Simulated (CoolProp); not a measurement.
Nitrogen at 293.15 K and 0.666 MPa flows at 14 m/s in a round tube of 6 mm bore and 0.25 µm roughness, fully developed (64/Re and Nu = 3.66 if laminar; Colebrook and Gnielinski if turbulent). Each further row changes one setting.

Values from CoolProp's reference Helmholtz-energy equation of state, Span 2000.

```
case             Reynolds number  Darcy friction factor  pressure drop (Pa/m)  heat-transfer coefficient (W/(m² K))  mass flow (kg/h)
---------------  ---------------  ---------------------  --------------------  ------------------------------------  ----------------
as stated                  36500                 0.0226                  2830                                   356              10.9
velocity 28 m/s            73000                 0.0194                  9730                                   615              21.8
diameter 12 mm             73000                 0.0193                  1210                                   306              43.7
```

Viscosity comes from a separate model (Lemmon 2004). Thermal conductivity comes from a separate model (Lemmon 2004).
